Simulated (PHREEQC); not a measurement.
0.15 g of hydrous ferric oxide (600 m²/g; 0.2 weak and 0.005 strong sites per Fe, Dzombak-Morel constants, diffuse double layer) in 1 kg of water with 0.01 mol/kgw of an inert sodium salt and 0.0008 mol/kgw ZnCl2, 1.2e-05 mol/kgw CaCl2 and 0.00055 mol/kgw MnCl2, at 25 °C; the pH is set by adding NaOH or the inert anion's acid. No oxygen is let in. No CO2 enters from the air. No solid was allowed to form.

Equilibrium calculation in PHREEQC: ion-association model, wateq4f.dat.

| pH | Zn sorbed (%) | Ca sorbed (%) | Mn sorbed (%) | surface charge σ (C/m²) | surface potential ψ (mV) |
|---|---|---|---|---|---|
| 3 | 0.0 | 0.0 | 0.0 | 0.334 | 197 |
| 3.5 | 0.0 | 0.0 | 0.0 | 0.290 | ___ |
| 4 | 0.0 | 0.0 | 0.0 | 0.233 | 180 |
| 4.5 | ___ | 0.0 | 0.0 | 0.176 | ___ |
| 5 | 0.5 | 0.0 | 0.0 | 0.127 | 149 |
| 5.5 | 1.2 | 0.0 | 0.0 | ___ | 131 |
| 6 | 2.9 | 0.0 | 0.1 | 0.062 | ___ |
| 6.5 | 8.2 | 0.0 | 0.3 | 0.051 | 103 |
| 7 | 15.0 | 0.0 | 0.6 | 0.049 | 102 |
| 7.5 | 19.9 | 0.0 | 0.8 | 0.049 | 101 |
| 8 | 22.1 | 0.0 | 1.0 | 0.047 | 100 |
| 8.5 | 22.1 | 0.0 | 1.8 | 0.041 | ___ |
| 9 | 18.4 | 0.0 | 6.4 | 0.029 | 77 |

### Question
Some entries are withheld; supply them.

### Answer

- 3.5, surface potential ψ (mV): 191
- 4.5, Zn sorbed (%): 0.1
- 4.5, surface potential ψ (mV): 166
- 5.5, surface charge σ (C/m²): 0.089
- 6, surface potential ψ (mV): 113
- 8.5, surface potential ψ (mV): 94

Along this series the solution becomes supersaturated in solids that the run did not let form, among them Zn(OH)2-e, Zn5(OH)8Cl2. The oxide is taken as insoluble; below pH 4 it would dissolve.
